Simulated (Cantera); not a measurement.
Feed: 1 mol toluene, 33 mol H₂, held at 2173.15 K and 84.0 Pa.

Equilibrium computed with Cantera from the NASA thermochemical tables; the gas is ideal and each condensed phase is pure. Candidate condensed phases: C, C₆H₆, C₇H₈, C₈H₁₈; 76 gas species. Equilibrium is a limit: real reactors are often held back by kinetics, nucleation or transport.

Base state: H₂ 0.845, H 0.153, C₂H₂ (acetylene) 0.00187, C₂H 1.09e-5 (mole fractions); condensed: C(graphite).

Question: What changes in the equilibrium state with this change: pressure from 84.0 Pa to 340000 Pa?

Answer: 
```tsv
species	before	after
H₂	0.845	0.994
H	0.153	0.00261
C₂H₂ (acetylene)	0.00187	0.00220
CH₄	1.67e-7	0.000937
C₂H₄	3.66e-9	2.05e-5
CH₃	5.83e-7	4.74e-5
C(graphite), mol	6.85	6.80
```

Question: What changes in the equilibrium state with this change: temperature from 2173.15 K to 1700 K?

Answer: 
| species | before | after |
|---|---|---|
| H₂ | 0.845 | 0.995 |
| H | 0.153 | 0.00507 |
| C₂H₂ (acetylene) | 0.00187 | 7.30e-5 |
| C₂H | 1.09e-5 | 2.08e-9 |
| C(graphite), mol | 6.85 | 6.99 |
